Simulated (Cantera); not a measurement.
Input: 1 mol Al2O3, 240 mol H2, 0.41 mol N2, equilibrated at 2023 K and 70.0 Pa.

These are equilibrium values from Cantera (NASA tables, ideal gas, pure condensed phases), not measurements of a reactor. Candidate condensed phases: Al, AlN, Al2O3, H2O; 35 gas species. The tables' values for AlOH are old estimates; treat these amounts as uncertain. Rates play no part.

Base state: H2 0.926, H 0.0691, H2O 0.00186, N2 0.00164, Al 0.00105, Al2O 0.000128, AlOH 6.74e-5, OH 1.45e-5 (mole fractions); condensed: Al2O3(s).

Problem. What changes in the equilibrium state with this change: Al2O3 replaced by PbS?

Solution. 
```json
[
 {"species": "H2", "before": "0.926", "after": "0.922"},
 {"species": "H", "before": "0.0691", "after": "0.0689"},
 {"species": "Pb", "before": "0", "after": "0.00396"},
 {"species": "S", "before": "0", "after": "0.00216"},
 {"species": "Al", "before": "0.00105", "after": "0"},
 {"species": "H2O", "before": "0.00186", "after": "0"},
 {"species": "SH", "before": "0", "after": "0.00112"},
 {"species": "Al2O3(s), mol", "before": "0.827", "after": "0"}
]
```
Further candidate phases: Pb, PbS, S.
